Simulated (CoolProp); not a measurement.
Octamethylcyclotetrasiloxane (D4) at several states: density (kg/m³) from the reference equation and from simpler models built on Tc = 586.5 K, pc = 1.347 MPa, ω = 0.598; each cubic takes its own stable root.

Values from CoolProp's reference Helmholtz-energy equation of state, Thol 2015.

```json
[
 {"T (K)": "415.6", "p (MPa)": "1.43", "phase": "liquid", "reference": "815.3"},
 {"T (K)": "332.8", "p (MPa)": "0.0136", "phase": "liquid", "reference": "910.9"},
 {"T (K)": "444.2", "p (MPa)": "0.36", "phase": "liquid", "reference": "773.3"},
 {"T (K)": "470.5", "p (MPa)": "0.0302", "phase": "gas", "reference": "2.332"},
 {"T (K)": "494.2", "p (MPa)": "0.174", "phase": "gas", "reference": "13.86"}
]
```

Q: How far does each simpler model (van der Waals, Redlich-Kwong, Soave-Redlich-Kwong) lie from the reference over these 5 states: mean and median of the absolute difference, and the worst?

A: 
- van der Waals: mean 48.1 %, median 41.1 %, worst -99.8 % at 332.8 K and 0.0136 MPa
- Redlich-Kwong: mean 27.1 %, median 15.7 %, worst -99.8 % at 332.8 K and 0.0136 MPa
- Soave-Redlich-Kwong: mean 5.8 %, median 8.7 %, worst -10.6 % at 332.8 K and 0.0136 MPa

At some of these states van der Waals, Redlich-Kwong gives the other phase, because its saturation line lies elsewhere.
